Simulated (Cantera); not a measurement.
A perfectly stirred reactor is fed with H2 : O2 : N2 = 1.6 : 1 : 3.1 (molar parts), equivalence ratio 0.80, at 0.450 bar; it is held at 1075 K, and followed from long to short residence time.

Detailed kinetics in Cantera: the H2/O2 subset of GRI-Mech 3.0, which has no nitrogen chemistry. The temperature is held fixed by assumption; the heat of reaction is taken as removed at once.

One state of this run: x H2 = 0.00825; x O2 = 0.0447; x H2O = 0.317; x O = 0.000157; x OH = 0.000251; x H2O2 = 3.72e-6; x H = 0.000301. x: mole fraction; the columns are a selection and need not sum to one.

Problem. Which value of τ (s) does it belong to?
A) 0.00064
B) 2.5
C) 8.2
D) 0.022

Solution. D, 0.022
